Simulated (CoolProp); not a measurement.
Vapour-liquid equilibrium of CHF3 (R23) (1) + sulfur hexafluoride (2) at 239.4 K; x and y are mole fractions of (1).

Values from CoolProp's multi-fluid Helmholtz-energy mixture model, Penoncello 2003 and Guder 2009; pair parameters Bell 2016.

| x | bubble pressure, mixture model (MPa) | bubble pressure, Raoult's law (MPa) | y, mixture model | y, Raoult's law |
|---|---|---|---|---|
| 0.05 | 0.5305 | 0.4533 | [?] | 0.098 |
| 0.2 | [?] | 0.5215 | 0.456 | 0.339 |
| 0.35 | 0.8119 | 0.5897 | [?] | 0.525 |
| 0.5 | [?] | 0.6579 | [?] | 0.673 |
| 0.65 | [?] | 0.7260 | 0.711 | 0.792 |
| 0.8 | 0.9193 | 0.7942 | 0.802 | 0.892 |
| 0.95 | [?] | 0.8624 | 0.938 | 0.975 |

### Question
Some entries are withheld; supply them.

### Answer

- 0.05, y, mixture model: 0.205
- 0.2, bubble pressure, mixture model (MPa): 0.7164
- 0.35, y, mixture model: 0.562
- 0.5, bubble pressure, mixture model (MPa): 0.8686
- 0.5, y, mixture model: 0.637
- 0.65, bubble pressure, mixture model (MPa): 0.9043
- 0.95, bubble pressure, mixture model (MPa): 0.9021

The largest gap from Raoult's law is +37.7 % in bubble pressure, at x = 0.35. y crosses x between x = 0.8 and 0.95: the model has an azeotrope there.

Pair parameters are fitted to limited data, so mixtures are less certain than the pure fluids.
